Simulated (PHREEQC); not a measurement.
Solution (25 °C): 0.0034 mol H2S per kg of water. Closed to the air; pH follows from the charge balance.

Equilibrium calculation in PHREEQC: ion-association model, phreeqc.dat.

Each row changes one thing in this solution. This is a speciation only: nothing precipitates in the calculation.

```
case                                  pH  ionic strength (mol/kgw)  HS- (mol/kgw)
----------------------------------  ----  ------------------------  -------------
as made                             4.71                   1.98e-5        1.98e-5
H2S from 0.0034 to 0.00374 mol/kgw     …                   2.07e-5        2.07e-5
0.00032 mol/kgw KOH added              …                  0.000321       0.000321
diluted 100-fold with water         5.72                   1.92e-6        1.92e-6
diluted 5-fold with water           5.06                   8.79e-6        8.79e-6
```

What belongs in the gaps?


- H2S from 0.0034 to 0.00374 mol/kgw, pH: 4.69
- 0.00032 mol/kgw KOH added, pH: 5.95
